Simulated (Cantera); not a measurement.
An isothermal plug-flow reactor at 475 K and 0.300 bar (inlet), inlet velocity 0.6 m/s, active area per volume 3300 1/m; feed CO : O₂ : N₂ : H₂O = 0.0028 : 0.049 : 0.79 : 0.095 (molar parts).

Computed with Cantera and Deutschmann's 1995 Pt surface mechanism with GRI-Mech 3.0 gas chemistry. Catalytic surfaces can have several steady states; this one follows from the mechanism file's or the stated starting coverage. Mass transfer to the wall is taken as infinitely fast.

What does this change do: temperature 475 to 598 K?


| quantity | before | after |
|---|---|---|
| x(CO) at z = 0.031 m | 0.00299 | 0.00170 |
| x(O₂) at z = 0.031 m | 0.0523 | 0.0517 |
| x(H₂O) at z = 0.031 m | 0.101 | 0.101 |
| x(CO₂) at z = 0.031 m | 6.27e-7 | 0.00130 |
| θ(O*) at the exit | 0.997 | 0.993 |
| θ(OH*) at the exit | 0.00260 | 0.00400 |

What does this change do: temperature 475 to 900 K?


```tsv
quantity	before	after
x(CO) at z = 0.031 m	0.00299	<1e-12
x(O₂) at z = 0.031 m	0.0523	0.0509
x(H₂O) at z = 0.031 m	0.101	0.102
x(CO₂) at z = 0.031 m	6.27e-7	0.00299
θ(O*) at the exit	0.997	0.820
θ(OH*) at the exit	0.00260	0.00439
```
